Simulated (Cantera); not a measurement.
# Thermal oxidation and active oxidation of silicon: Si + CO₂ + H₂ + H₂O

Feed: 1 mol Si, 3.4 mol CO₂, 100 mol H₂, 0.075 mol H₂O, held at 700 °C.

Cantera equilibrium calculation (NASA polynomials, part measured and part estimated; ideal gas, pure solids and liquids). Candidate condensed phases: C, C₆H₆, C₇H₈, C₈H₁₈, H₂O, Si, SiC, SiO₂; 123 gas species. The numbers say what is thermodynamically allowed, not how fast it happens.

```tsv
P (Pa)	log p H₂	log p H₂O	log p CH₄	log p CO	log p CO₂	log p H	log p C₂H₆	log p C₂H₄	n SiO₂(β-quartz)
0.100	-6.02	-7.87	<-18	-7.49	-9.13	-11.97	<-18	<-18	1.00
2.50	-4.62	-6.47	-14.59	-6.10	-7.74	-11.28	<-16	<-16	1.00
63	-3.22	-5.07	-10.39	-4.69	-6.33	-10.57	<-15	<-15	1.00
1600	-1.82	-3.66	-6.17	-3.29	-4.93	-9.87	<-13	-13.22	1.00
40000	-0.42	-2.02	-2.39	-2.05	-3.44	-9.18	-8.22	-8.44	1.00
1000000	0.96	-0.30	-0.46	-2.54	-3.60	-8.48	-5.74	-7.34	1.00
```
log p: log10 of the partial pressure in bar; n: condensed amount in mol.

From 0.100 Pa to 10.0 bar the condensed part is SiO₂(β-quartz).
